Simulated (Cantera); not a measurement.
Mixture: 1.77 % C3H8, 14.0 % O2, 84.2 % N2, equivalence ratio 0.63, at 10.0 bar, adiabatic and at constant pressure. Ignition delay is the time to a rise of 400 K.

Cantera simulation using GRI-Mech 3.0 (53 species, 325 reactions); the numbers are that mechanism's predictions, not measurements. GRI-Mech 3.0 was tuned for natural gas; its chemistry of propane as a main component is partial and can be far from experiment.

Predict: delay at 1150 K; delay at 1250 K; delay at 1350 K; delay at 1450 K; delay at 1550 K; apparent activation energy between 1500 and 1600 K.


* **delay at 1150 K**: 5.26 ms
* **delay at 1250 K**: 0.869 ms
* **delay at 1350 K**: 0.175 ms
* **delay at 1450 K**: 46.0 µs
* **delay at 1550 K**: 16.0 µs
* **apparent activation energy between 1500 and 1600 K**: 190 kJ/mol
